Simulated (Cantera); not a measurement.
A Cantera script and what it prints.

```python
import numpy as np
import cantera as ct

gas_names = [...]  # 91 gases of nasa_gas.yaml made of C, Cl, H
cond_names = """
    C(gr) C6H6(L) C7H8(L) C8H18(L),n-octa
""".split()


# ... load() reads the species with a 1 bar reference pressure and builds the phases ...
atoms = {
    'CCl4': {'C': 1, 'CL': 4},
    'HCl': {'H': 1, 'CL': 1},
    'H2': {'H': 2},
}
top_T = {'C(gr)': 4500}  # K; cautious upper limits of use, not melting points


# ... equilibrate(T, P, feed) seeds the gas with the atoms and calls Mixture.equilibrate('TP', solver="vcs", rtol=1e-11, max_steps=5000) ...
results = []
feed = {'CCl4': 1, 'HCl': 0.51, 'H2': 7.5}  # mol
P = 1  # Pa
for T in [2173, 2273, 2373, 2473, 2573, 2673, 2773, 2873, 2973, 3073, 3173, 3273]:
    mix = equilibrate(T, P, feed)
    results.append((T, P, feed, dict(zip(mix.species_names, mix.species_moles))))
    x = sorted(zip(gas.X, gas.species_names), reverse=True)
    print(f"T = {T:g} K  P = {P:g} Pa  gas = {mix.phase_moles(0):.4g} mol")
    print("   x: " + "  ".join(f"{s} {v:.3e}" for v, s in x if v > 0.0001))
    print("   condensed (mol): " + ("  ".join(f"{mix.phase(i).name} {mix.phase_moles(i):.4g}"
          for i in range(1, mix.n_phases) if mix.phase_moles(i) > 1e-12) or "none"))
```

Result:

```
T = 2173 K  P = 1 Pa  gas = 16.48 mol
   x: H 5.809e-01  CL 2.039e-01  H2 1.449e-01  HCL 6.971e-02  C2H2,acetylene 3.198e-04  C3 1.388e-04
   condensed (mol): C(gr) 0.9792
T = 2273 K  P = 1 Pa  gas = 18.29 mol
   x: H 6.850e-01  CL 2.173e-01  H2 6.649e-02  HCL 2.921e-02  C3 1.009e-03  C 5.364e-04  C2H2,acetylene 2.507e-04  C2H 1.088e-04
   condensed (mol): C(gr) 0.9182
T = 2373 K  P = 1 Pa  gas = 19.44 mol
   x: H 7.308e-01  CL 2.204e-01  H2 2.738e-02  HCL 1.155e-02  C3 6.176e-03  C 2.643e-03  C2 5.558e-04  C2H 2.429e-04  C2H2,acetylene 1.685e-04
   condensed (mol): C(gr) 0.5495
T = 2473 K  P = 1 Pa  gas = 20.15 mol
   x: H 7.424e-01  CL 2.192e-01  C3 1.247e-02  H2 1.109e-02  C 8.311e-03  HCL 4.619e-03  C2 1.574e-03  C2H 2.562e-04
   condensed (mol): none
T = 2573 K  P = 1 Pa  gas = 20.46 mol
   x: H 7.463e-01  CL 2.184e-01  C 1.727e-02  C3 8.987e-03  H2 4.721e-03  C2 2.144e-03  HCL 1.967e-03  C2H 1.392e-04
   condensed (mol): none
T = 2673 K  P = 1 Pa  gas = 20.72 mol
   x: H 7.434e-01  CL 2.168e-01  C 3.000e-02  C3 4.557e-03  C2 2.224e-03  H2 2.103e-03  HCL 8.804e-04
   condensed (mol): none
T = 2773 K  P = 1 Pa  gas = 20.9 mol
   x: H 7.396e-01  CL 2.153e-01  C 4.081e-02  C2 1.527e-03  C3 1.312e-03  H2 9.898e-04  HCL 4.167e-04
   condensed (mol): none
T = 2873 K  P = 1 Pa  gas = 20.98 mol
   x: H 7.381e-01  CL 2.148e-01  C 4.543e-02  C2 7.522e-04  H2 4.932e-04  C3 2.405e-04  HCL 2.090e-04
   condensed (mol): none
T = 2973 K  P = 1 Pa  gas = 21 mol
   x: H 7.378e-01  CL 2.146e-01  C 4.681e-02  C2 3.378e-04  H2 2.581e-04  HCL 1.101e-04
   condensed (mol): none
T = 3073 K  P = 1 Pa  gas = 21.01 mol
   x: H 7.378e-01  CL 2.146e-01  C 4.726e-02  C2 1.539e-04  H2 1.409e-04
   condensed (mol): none
T = 3173 K  P = 1 Pa  gas = 21.02 mol
   x: H 7.378e-01  CL 2.146e-01  C 4.743e-02
   condensed (mol): none
T = 3273 K  P = 1 Pa  gas = 21.02 mol
   x: H 7.378e-01  CL 2.146e-01  C 4.751e-02
   condensed (mol): none
```

Cantera equilibrium calculation (NASA polynomials, part measured and part estimated; ideal gas, pure solids and liquids).
